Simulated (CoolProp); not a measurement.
Vapour-liquid equilibrium of isopentane (1) + toluene (2) at 115.05 °C; x and y are mole fractions of (1).

The numbers come from the multi-fluid Helmholtz-energy mixture model, Lemmon 2006 and Lemmon 2006; pair parameters Bell 2016 in CoolProp.

```json
[
 {"x": "0.05", "bubble pressure (MPa)": "0.1650", "y at the bubble point": "0.326", "dew pressure at overall composition x (MPa)": "0.1204", "liquid density (mol/L)": "8.359"},
 {"x": "0.15", "bubble pressure (MPa)": "0.2673", "y at the bubble point": "0.613", "dew pressure at overall composition x (MPa)": "0.1335", "liquid density (mol/L)": "8.259"},
 {"x": "0.25", "bubble pressure (MPa)": "0.3676", "y at the bubble point": "0.741", "dew pressure at overall composition x (MPa)": "0.1498", "liquid density (mol/L)": "8.150"},
 {"x": "0.35", "bubble pressure (MPa)": "(withheld)", "y at the bubble point": "0.812", "dew pressure at overall composition x (MPa)": "0.1705", "liquid density (mol/L)": "8.033"},
 {"x": "0.45", "bubble pressure (MPa)": "0.5494", "y at the bubble point": "0.857", "dew pressure at overall composition x (MPa)": "0.1979", "liquid density (mol/L)": "7.905"},
 {"x": "0.55", "bubble pressure (MPa)": "0.6298", "y at the bubble point": "0.890", "dew pressure at overall composition x (MPa)": "(withheld)", "liquid density (mol/L)": "7.768"},
 {"x": "0.65", "bubble pressure (MPa)": "0.7055", "y at the bubble point": "0.916", "dew pressure at overall composition x (MPa)": "0.2905", "liquid density (mol/L)": "7.620"},
 {"x": "0.75", "bubble pressure (MPa)": "(withheld)", "y at the bubble point": "(withheld)", "dew pressure at overall composition x (MPa)": "0.3779", "liquid density (mol/L)": "7.461"},
 {"x": "0.85", "bubble pressure (MPa)": "(withheld)", "y at the bubble point": "0.962", "dew pressure at overall composition x (MPa)": "0.5334", "liquid density (mol/L)": "(withheld)"},
 {"x": "0.95", "bubble pressure (MPa)": "0.9399", "y at the bubble point": "0.986", "dew pressure at overall composition x (MPa)": "0.8160", "liquid density (mol/L)": "7.111"}
]
```

### Question
Complete the blanks.

### Answer

- 0.35, bubble pressure (MPa): 0.4622
- 0.55, dew pressure at overall composition x (MPa): 0.2355
- 0.75, bubble pressure (MPa): 0.7796
- 0.75, y at the bubble point: 0.939
- 0.85, bubble pressure (MPa): 0.8563
- 0.85, liquid density (mol/L): 7.291

No azeotrope shows between x = 0.05 and 0.95.

The pair parameters rest on a limited set of measurements; away from them the model extrapolates.
